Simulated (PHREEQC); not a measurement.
Make-up at 35 °C: 0.016 mol/kgw Cu(BF4)2, 0.0013 mol/kgw HCl and 0.0076 mol/kgw KCl. Closed to the air; pH follows from the charge balance.

All values are PHREEQC results (ion-association model, wateq4f.dat), not measurements.

This is a speciation only: nothing precipitates in the calculation.

### Question
Order these B species by the share of B that they hold, largest first: BF4-, BF2(OH)2-, H3BO3, BF3OH-.

### Answer
BF4- (87 %), BF3OH- (6.0 %), H3BO3 (4.8 %), BF2(OH)2- (1.8 %)

The pH is 2.70 and the ionic strength 0.0568 mol/kgw. Real BF4- forms and hydrolyses slowly; the run takes it at equilibrium.
